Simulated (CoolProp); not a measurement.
Vapour-liquid equilibrium of R143a (1) + dimethyl ether (2) at 187 kPa; x and y are mole fractions of (1).

Values from CoolProp's multi-fluid Helmholtz-energy mixture model, Lemmon and Jacobsen 2000 and Wu 2011; pair parameters Bell 2016.

```csv
x,bubble temperature (°C),y at the bubble point,dew temperature at overall composition x (°C),liquid density (mol/L)
0.05,-11.9,0.123,-10.6,15.41
0.125,-14.9,0.274,-12.0,15.26
0.2,-17.4,0.394,-13.4,15.11
0.275,-19.7,0.494,-14.9,14.96
0.35,-21.7,0.577,-16.5,14.80
0.425,-23.5,0.648,-18.1,14.63
0.5,-25.1,0.710,-19.8,14.47
0.575,-26.6,0.764,-21.7,14.31
0.65,-28.0,0.814,-23.5,14.15
0.725,-29.3,0.858,-25.5,13.99
0.8,-30.5,0.900,-27.6,13.83
0.875,-31.6,0.939,-29.7,13.67
0.95,-32.7,0.976,-31.9,13.52
```

No azeotrope shows between x = 0.05 and 0.95.

The pair parameters rest on a limited set of measurements; away from them the model extrapolates.
